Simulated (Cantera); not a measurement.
Mixture: C3H8 : O2 : N2 : CO2 = 1 : 5 : 15 : 0.54 (molar parts), equivalence ratio 1.0, at 1.09 atm, adiabatic and at constant volume. Ignition delay is the time to a rise of 400 K.

Computed with Cantera and GRI-Mech 3.0 (53 species, 325 reactions). GRI-Mech 3.0 was tuned for natural gas; its chemistry of propane as a main component is partial and can be far from experiment.

**Question.** What does this change do: N2 15 to 30 parts?

**Answer.** 
| quantity | before | after |
|---|---|---|
| delay at 1025 K | 0.257 s | 0.421 s |
| delay at 1100 K | 44.8 ms | 69.7 ms |
| delay at 1175 K | 8.44 ms | 12.8 ms |
| delay at 1250 K | 1.88 ms | 2.86 ms |
| delay at 1325 K | 0.521 ms | 0.791 ms |
| delay at 1400 K | 0.180 ms | 0.272 ms |
| apparent activation energy between 1250 and 1400 K | 230 kJ/mol | 230 kJ/mol |
